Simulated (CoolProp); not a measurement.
Saturated liquid density (kg/m³) of R143a: the reference equation beside estimates from Tc = 345.9 K, pc = 3.762 MPa, ω = 0.261. Rackett uses Z = 0.29056 − 0.08775 ω.

Computed with CoolProp (reference Helmholtz-energy equation of state, Lemmon and Jacobsen 2000).

```csv
T (K),reference,Rackett,van der Waals,Redlich-Kwong,Soave-Redlich-Kwong,Peng-Robinson
217.1,1190,1110,664.6,975.0,1008,1139
226.9,1164,1086,[?],950.5,986.0,1115
236.6,1137,1061,636.1,924.9,962.1,1089
246.4,1108,1034,620.6,897.5,936.1,1060
256.2,1079,1007,604.3,868.4,908.1,1029
265.9,[?],[?],587.1,837.6,[?],995.9
275.7,1016,947.5,568.6,804.2,844.8,958.7
285.5,980.4,914.8,548.6,768.1,[?],[?]
295.3,942.1,879.3,526.7,728.8,767.9,[?]
305,900.0,840.7,502.9,685.9,723.0,819.9
314.8,851.6,796.5,475.6,637.2,671.1,759.6
324.6,793.6,744.2,443.6,580.6,609.7,687.7
```

### Question
What belongs in the gaps?

### Answer

- 226.9, van der Waals: 650.6
- 265.9, reference: 1048
- 265.9, Rackett: 978.1
- 265.9, Soave-Redlich-Kwong: 877.9
- 285.5, Soave-Redlich-Kwong: 808.3
- 285.5, Peng-Robinson: 917.5
- 295.3, Peng-Robinson: 871.5

Absolute difference from the reference over all 12 rows, mean and median: Rackett 6.6 and 6.7 %, van der Waals 44.1 and 44.1 %, Redlich-Kwong 21.2 and 20.5 %, Soave-Redlich-Kwong 17.5 and 16.5 %, Peng-Robinson 6.6 and 5.3 %.
